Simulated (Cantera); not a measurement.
## Equilibrium for silicon epitaxy and polysilicon growth: Si3H8 + HCl + H2

Charge: 1 mol Si3H8, 0.18 mol HCl, 25 mol H2, at 1250 °C and 130000 Pa.

Equilibrium computed with Cantera from the NASA thermochemical tables; the gas is ideal and each condensed phase is pure. Candidate condensed phases: Si; 19 gas species. The feed counts by its element totals alone. The numbers say what is thermodynamically allowed, not how fast it happens.

| Quantity | Result |
|---|---|
| x(H2) | 0.994 |
| x(HCl) | 0.00592 |
| x(SiCl2) | 0.000115 |
| x(H) | 2.02e-5 |
| x(SiH2Cl2) | 4.17e-6 |
| x(SiH3Cl) | 3.73e-6 |
| x(SiH2) | 1.99e-6 |
| x(SiCl3) | 1.68e-6 |
| x(SiHCl3) | 1.38e-6 |
| n(Si(s)) | 3.00 mol |
| gas amount | 29.18 mol |
